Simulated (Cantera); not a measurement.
Feed: 1 mol Si3N4, a varied amount of HCl, 4.9 mol H2, held at 775 K and 0.0260 bar.

These are equilibrium values from Cantera (NASA tables, ideal gas, pure condensed phases), not measurements of a reactor. Candidate condensed phases: NH4Cl, Si, Si3N4; 28 gas species. Rates play no part.

log p: log10 of the partial pressure in bar; n: condensed amount in mol.

```
n(HCl) (mol)  log p HCl  log p H2  log p SiCl4  log p N2  log p SiHCl3  n Si3N4(s)
------------  ---------  --------  -----------  --------  ------------  ----------
6.9               -2.09     -1.83        -2.74     -2.91         -5.67         ___
9.7               -2.06     -1.87        -2.64     -2.82         -5.63         ___
12                -2.05     -1.89        -2.59     -2.77         -5.62         ___
15                -2.05     -1.91        -2.55     -2.72         -5.60         ___
18                -2.04     -1.93        -2.52     -2.69         -5.59         ___
21                -2.03     -1.94        -2.50     -2.68         -5.61           0
24                -1.95     -1.99        -2.55     -2.73         -5.78           0
26                -1.91     -2.02        -2.58     -2.76         -5.88           0
29                -1.87     -2.06        -2.63     -2.80         -6.01           0
32                -1.84     -2.10        -2.66     -2.84         -6.12           0
35                -1.81     -2.14        -2.70     -2.87         -6.21           0
```

Task: What belongs in the gaps?

Result: 
- 6.9, n Si3N4(s): 0.728
- 9.7, n Si3N4(s): 0.584
- 12, n Si3N4(s): 0.462
- 15, n Si3N4(s): 0.302
- 18, n Si3N4(s): 0.141
